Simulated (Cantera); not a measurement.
An adiabatic, constant-volume homogeneous reactor starts with C₃H₈ : O₂ : N₂ : H₂O = 1 : 7.94 : 29.8 : 5.7 (molar parts), equivalence ratio 0.63, at 1798 K and 1.01 bar.

Model: GRI-Mech 3.0 (53 species, 325 reactions), integrated in Cantera. GRI-Mech 3.0 was tuned for natural gas; its chemistry of propane as a main component is partial and can be far from experiment.

Problem. Predict: time of steepest temperature rise; temperature at 0.600 s; equilibrium temperature; x(O₂) at 0.600 s; x(H₂O) at 0.600 s; x(CO) at 0.600 s; x(H₂O₂) at 0.600 s.

Solution. 
```json
{
  "time_of_steepest_temperature_rise": "10.9 µs",
  "temperature at 0.600 s": "2711 K",
  "equilibrium_temperature": "2711 K",
  "x(O₂) at 0.600 s": "0.0596 (gas-phase equilibrium 0.0596)",
  "x(H₂O) at 0.600 s": "0.185 (gas-phase equilibrium 0.185)",
  "x(CO) at 0.600 s": "0.0162 (gas-phase equilibrium 0.0162)",
  "x(H₂O₂) at 0.600 s": "6.12e-7 (gas-phase equilibrium 6.12e-7)"
}
```
